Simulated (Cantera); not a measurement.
A closed system holds: 1 mol Si, 1 mol HCl, 1.4 mol H₂, held at 13.3 mbar.

These are equilibrium values from Cantera (NASA tables, ideal gas, pure condensed phases), not measurements of a reactor. Candidate condensed phases: Si; 19 gas species. The tables' values for SiCl₃, SiCl are old estimates; treat these amounts as uncertain. Gases not in the tables: Si₂H₆ and higher silanes. Rates play no part.

log p: log10 of the partial pressure in bar; n: condensed amount in mol.

```csv
T (°C),log p H₂,log p HCl,log p SiCl₂,log p SiCl₄,log p SiHCl₃,log p SiCl₃,log p H,n Si(s),n Si(l)
227,-1.93,-7.10,-12.91,-2.88,-3.51,-9.91,<-13,0.737,0
327,-1.93,-5.84,-10.10,-2.87,-3.53,-8.06,<-13,0.738,0
427,-1.93,-4.94,-8.10,-2.87,-3.55,-6.75,<-13,0.739,0
527,-1.93,-4.28,-6.61,-2.87,-3.57,-5.77,-12.50,0.741,0
627,-1.94,-3.77,-5.46,-2.88,-3.60,-5.01,-10.90,0.746,0
727,-1.94,-3.37,-4.56,-2.91,-3.64,-4.43,-9.62,0.754,0
827,-1.96,?,?,?,?,-4.00,?,0.762,0
927,-1.98,?,?,?,?,-3.73,?,0.758,0
1027,-2.00,-2.72,-3.01,-3.58,-4.21,-3.68,-6.96,0.736,0
1127,-2.02,-2.68,-2.86,-4.18,-4.67,-3.83,-6.32,0.715,0
1227,-2.02,-2.67,-2.81,-4.83,-5.17,-4.07,-5.76,0.703,0
1327,-2.02,-2.67,-2.79,-5.45,-5.64,-4.31,-5.28,0.696,0
1427,-2.02,-2.68,-2.78,-6.00,-6.06,-4.54,-4.84,0,0.692
```

Task: What belongs in the gaps?

Result: 
- 827, log p HCl: -3.06
- 827, log p SiCl₂: -3.85
- 827, log p SiCl₄: -2.99
- 827, log p SiHCl₃: -3.72
- 827, log p H: -8.57
- 927, log p HCl: -2.84
- 927, log p SiCl₂: -3.33
- 927, log p SiCl₄: -3.19
- 927, log p SiHCl₃: -3.89
- 927, log p H: -7.69
